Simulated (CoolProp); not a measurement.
CF4 (R14) along the isobar 845 kPa: Z from the reference equation and from simpler models built on Tc = 227.4 K, pc = 3762 kPa, ω = 0.178; each cubic takes its own stable root.

Model: reference Helmholtz-energy equation of state, Platzer 1990, in CoolProp. This equation is an older, rougher fit; its heat capacities, sound speeds and derivatives of the liquid may be far off and weren't checked against measurements.

```csv
T (K),phase,reference
150.9,liquid,0.03764
218.1,gas,0.9073
251.7,gas,0.9430
285.3,gas,0.9633
318.9,gas,0.9760
352.5,gas,0.9845
386.1,gas,0.9904
419.6,gas,0.9946
```

**Question.** How far does each simpler model (van der Waals, Redlich-Kwong) lie from the reference over these 8 states: mean and median of the absolute difference, and the worst?

**Answer.** 
- van der Waals: mean 7.1 %, median 0.6 %, worst +52.4 % at 150.9 K and 845 kPa
- Redlich-Kwong: mean 0.8 %, median 0.4 %, worst +4.4 % at 150.9 K and 845 kPa
